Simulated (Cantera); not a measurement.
Input: 1 mol Pb, 0.91 mol CO, a varied amount of N2, held at 1027 °C and 101000 Pa.

Method: chemical equilibrium by Gibbs-energy minimisation in Cantera with the NASA 1993 tables (ideal gas, pure condensed phases). Candidate condensed phases: C, Pb, PbO, PbO2, Pb3O4; 27 gas species. Kinetics and transport are ignored.

At 33 mol N2, list the 3 most abundant gas species with their mole fractions, and the condensed phases.

N2 0.971, CO 0.0268, Pb 0.00259. Condensed: C(graphite) + Pb(l).
